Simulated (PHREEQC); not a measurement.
1 kg of water holding 0.017 mol NaBr and 0.0025 mol CaSO4 is evaporated at 15 °C; the solids stay in contact with the brine. CO2 from the air is kept out. The run lets Glauberite, Gypsum, Anhydrite, Mirabilite, Portlandite, Thenardite precipitate or redissolve, and no other solid.

The series has 28 steps of water left (kg), from 1 to 0.00493.

Computed with PHREEQC (Pitzer model, pitzer.dat).

Problem. Which solids form, in which order, and at which step of the series does each first stand?

Solution. Gypsum from water left = 0.09501 kg.
